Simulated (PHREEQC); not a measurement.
Synthetic water in mmol/kgw, 25 °C, pH 6.97, pe -1.8:

```
constituent           mmol/kgw
--------------------  --------
Na                       0.188
K                      0.00277
Ca                      0.0577
Mg                       0.239
Cl                      0.0339
S(6)                     0.224
Alkalinity (meq/kgw)     0.323
Br                     0.00298
Sr                    0.000364
Mn(2)                  0.00158
Fe(2)                 0.000828
```

Valence states are taken as typed.

Equilibrium calculation in PHREEQC: ion-association model, phreeqc.dat.

No solid was allowed to form.

Task: Estimate the charge-balance error.

Result: charge-balance error -1.2 %.

Task: In which forms is Mg present?

Result: Mg+2 96 %, MgSO4 3.5 % of the Mg.
